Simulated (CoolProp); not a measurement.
Vapour-liquid equilibrium of nitrogen (1) + methane (2) at 0.416 MPa; x and y are mole fractions of (1).

Model: multi-fluid Helmholtz-energy mixture model, Span 2000 and Setzmann 1991; pair parameters Kunz 2012, in CoolProp.

Give the bubble temperature and the first vapour's composition at x = 0.45, 0.75, 0.85. Is there an azeotrope?

x = 0.45: -173.9 °C, y = 0.940; x = 0.75: -178.4 °C, y = 0.976; x = 0.85: -179.6 °C, y = 0.986. No azeotrope shows between x = 0.05 and 0.95.

The pair parameters rest on a limited set of measurements; away from them the model extrapolates.
